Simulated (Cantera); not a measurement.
Feed: 1 mol SiCl₄, 0.43 mol C₂H₄, 160 mol H₂, equilibrated at 2400 K and 1000 Pa.

Equilibrium computed with Cantera from the NASA thermochemical tables; the gas is ideal and each condensed phase is pure. Candidate condensed phases: C, C₆H₆, C₇H₈, C₈H₁₈, Si, SiC; 109 gas species. The tables' values for SiCl are old estimates; treat these amounts as uncertain. Gases not in the tables: Si₂H₆ and higher silanes. Rates play no part.

Base state: H₂ 0.825, H 0.145, HCl 0.0200, Si 0.00499, Cl 0.00250, C₂H₂ (acetylene) 0.00204, SiC₂ 0.000340, SiH 0.000140 (mole fractions); condensed: gas only.

Q: What changes in the equilibrium state with this change: H₂ from 160 to 4.5 mol?

A: 
```tsv
species	before	after
H₂	0.825	0.428
HCl	0.0200	0.298
H	0.145	0.104
SiCl₂	1.78e-5	0.0560
Cl	0.00250	0.0517
Si	0.00499	0.0367
SiCl₃	2.83e-9	0.000183
SiCl	6.54e-5	0.00992
C(graphite), mol	0	0.658
```
The tables' values for SiCl, SiCl₃ are old estimates; treat these amounts as uncertain.

Q: What changes in the equilibrium state with this change: H₂ from 160 to 29 mol?

A: 
```csv
species,before,after
H₂,0.825,0.724
H,0.145,0.135
HCl,0.0200,0.0956
Si,0.00499,0.0190
Cl,0.00250,0.0127
SiCl₂,1.78e-5,0.00177
Si₂C,3.97e-5,0.000969
"C(graphite), mol",0,0.203
```

Q: What changes in the equilibrium state with this change: temperature from 2400 K to 2648 K?

A: 
```tsv
species	before	after
H₂	0.825	0.610
H	0.145	0.363
HCl	0.0200	0.0140
Si	0.00499	0.00461
C	2.37e-6	4.30e-5
SiCl₂	1.78e-5	1.45e-6
C₃	2.07e-6	2.37e-5
Si₂C	3.97e-5	3.67e-6
```
